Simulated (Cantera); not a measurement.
Charge: 1 mol B2O3, 3.6 mol O2, 19 mol H2, held at 873.15 K and 75.0 Torr.

These are equilibrium values from Cantera (NASA tables, ideal gas, pure condensed phases), not measurements of a reactor. Candidate condensed phases: B, B2O3, B3O3H3, H2O; 23 gas species. Gases not in the tables: H3BO3. The numbers say what is thermodynamically allowed, not how fast it happens.

Base state: H2 0.622, H2O 0.374, (HBO2)3 0.00411 (mole fractions); condensed: B2O3(l).

Task: What changes in the equilibrium state with this change: pressure from 75.0 Torr to 19.5 Torr?

Result: 
```csv
species,before,after
H2,0.622,0.622
H2O,0.374,0.376
(HBO2)3,0.00411,0.00212
"B2O3(l), mol",0.883,0.940
```
